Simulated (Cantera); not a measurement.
Feed: 1 mol SiH₄, 0.33 mol NH₃, equilibrated at 877 °C and 0.00940 bar.

Method: chemical equilibrium by Gibbs-energy minimisation in Cantera with the NASA 1993 tables (ideal gas, pure condensed phases). Candidate condensed phases: Si, Si₃N₄; 18 gas species. Mutual solubility and eutectic melting of coexisting phases are not modelled. Kinetics and transport are ignored.

Base state: H₂ 1.000 (mole fractions); condensed: Si(s) + Si₃N₄(s).

What changes in the equilibrium state with this change: NH₃ from 0.33 to 31 mol?


```csv
species,before,after
H₂,1.000,0.766
N₂,6.00e-7,0.234
"Si(s), mol",0.753,0
"Si₃N₄(s), mol",0.0825,0.333
```
